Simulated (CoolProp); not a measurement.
Vapour-liquid equilibrium of propylene (1) + R22 (2) at 1.52 bar; x and y are mole fractions of (1).

Values from CoolProp's multi-fluid Helmholtz-energy mixture model, Lemmon 2013 and Kamei 1995; pair parameters Bell 2016.

```tsv
x	bubble temperature (°C)	y at the bubble point	dew temperature at overall composition x (°C)	liquid density (mol/L)
0.05	-32.8	0.087	-32.3	15.90
0.125	-34.0	(withheld)	-33.2	15.76
0.2	-35.0	0.290	-34.0	15.62
0.275	-35.9	0.370	(withheld)	15.48
0.35	-36.5	0.441	-35.7	15.34
0.425	-37.1	0.506	-36.4	(withheld)
0.5	-37.5	0.567	-37.0	15.06
0.575	-37.9	0.626	-37.6	14.93
0.65	-38.2	0.685	-38.0	14.79
0.725	-38.4	0.744	-38.3	14.67
0.8	-38.5	0.806	-38.5	14.54
0.875	-38.5	0.873	-38.5	14.42
0.95	-38.4	0.946	-38.4	14.30
```

Task: Some entries are withheld; supply them.

Result: 
- 0.125, y at the bubble point: 0.197
- 0.275, dew temperature at overall composition x (°C): -34.9
- 0.425, liquid density (mol/L): 15.20

y crosses x between x = 0.8 and 0.875: the model has an azeotrope there.

Pair parameters are fitted to limited data, so mixtures are less certain than the pure fluids.
